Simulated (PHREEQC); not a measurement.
PHREEQC input (ion-association model, wateq4f.dat):

```
SOLUTION_MASTER_SPECIES
  An  An-  0  An  62.0  # stands for a non-complexing anion
SOLUTION_SPECIES
  An- = An-
    -log_k 0
    -gamma 3.0 0
PHASES
  Fix_H+
    H+ = H+
    -log_k 0
SOLUTION 1
  temp 25
  units mmol/kgw
  pH 7 charge
  Cl 0.46
  Ni 0.23
  Na 300
  An 300
END
SELECTED_OUTPUT 1
  -reset false
  -pH true
  -pe true
  -ionic_strength true
  -water true
  -totals Cl Na Ni
  -molalities Hfo_wOH Hfo_wOH2+ Hfo_wO- Hfo_sOH Hfo_sOH2+ Hfo_sO- Hfo_sONi+ Hfo_wONi+
  -saturation_indices Ni(OH)2 Halite
USER_PUNCH 1
  -headings sigma psi
  10 PUNCH EDL("sigma", "Hfo"), EDL("psi", "Hfo")
PRINT
  -reset false
USE solution 1
SURFACE 1
  Hfo_wOH 0.00152809 600 0.68
  Hfo_sOH 3.82022e-05
EQUILIBRIUM_PHASES 1
  Fix_H+ -4 HAn 10
    -force_equality true
  O2(g) -0.68 10
END
# ... the last block is repeated for the other 12 points of pH, with NaOH or the acid as the point needs
```

Selected output (columns that matter, 13 of 13 rows; pH added in front):

```
pH	mu	Cl	Na	Ni	m_Hfo_wOH	m_Hfo_wOH2+	m_Hfo_wO-	m_Hfo_sOH	m_Hfo_sOH2+	m_Hfo_sO-	si_Ni(OH)2	si_Halite	sigma	psi
4	0.30156	0.00046	0.3	0.00022997	8.8151e-05	0.0014398	1.2364e-07	2.2021e-06	3.5968e-05	3.0886e-09	-6.986	-5.7494	0.34901	0.12286
4.5	0.3014	0.00046	0.3	0.00022973	0.00021275	0.0013145	7.8881e-07	5.2825e-06	3.2639e-05	1.9586e-08	-5.9865	-5.7494	0.31849	0.11826
5	0.30127	0.00046	0.3	0.0002278	0.00041086	0.0011136	3.4726e-06	9.7116e-06	2.6323e-05	8.2082e-08	-4.9901	-5.7493	0.26929	0.10985
5.5	0.3011	0.00046	0.3	0.00021754	0.00064017	0.00087631	1.0713e-05	1.1166e-05	1.5285e-05	1.8687e-07	-4.0101	-5.7493	0.21123	0.097823
6	0.30092	0.00046	0.3	0.00019566	0.00084879	0.00064787	2.5475e-05	5.4673e-06	4.1731e-06	1.6409e-07	-3.0561	-5.7493	0.15627	0.083251
6.5	0.30072	0.00046	0.3	0.0001603	0.00099605	0.0004476	5.0778e-05	1.4387e-06	6.4654e-07	7.3346e-08	-2.1427	-5.7492	0.11047	0.067284
7	0.30042	0.00046	0.3	8.4539e-05	0.0010544	0.00027219	9.3573e-05	4.9469e-07	1.277e-07	4.3901e-08	-1.4207	-5.7491	0.076665	0.051947
7.5	0.30038	0.00046	0.30021	2.2896e-05	0.001043	0.00015784	0.0001579	3.1407e-07	4.7528e-08	4.7545e-08	-0.9885	-5.7488	0.048968	0.03609
8	0.30042	0.00046	0.30036	4.0304e-06	0.0010075	0.00010003	0.00023246	2.7334e-07	2.7139e-08	6.3069e-08	-0.7446	-5.7486	0.022114	0.017339
8.5	0.30047	0.00046	0.30048	6.2231e-07	0.00095636	6.6877e-05	0.00031331	2.5492e-07	1.7826e-08	8.3512e-08	-0.562	-5.7484	-0.0040491	-0.003233
9	0.30054	0.00046	0.3006	1.0012e-07	0.00088536	4.4176e-05	0.00040649	2.3536e-07	1.1744e-08	1.0806e-07	-0.3807	-5.7482	-0.03134	-0.02414
9.5	0.30063	0.00045999	0.30077	2.1774e-08	0.00078711	2.7209e-05	0.00052162	2.0916e-07	7.2303e-09	1.3861e-07	-0.1701	-5.748	-0.062572	-0.044289
10	0.30081	0.00045999	0.30102	1.2695e-08	0.00065463	1.4728e-05	0.00066657	1.7394e-07	3.9134e-09	1.7712e-07	0.0965	-5.7477	-0.099814	-0.062832
```

Along this series the solution becomes supersaturated in solids that the run did not let form, among them Ni(OH)2.
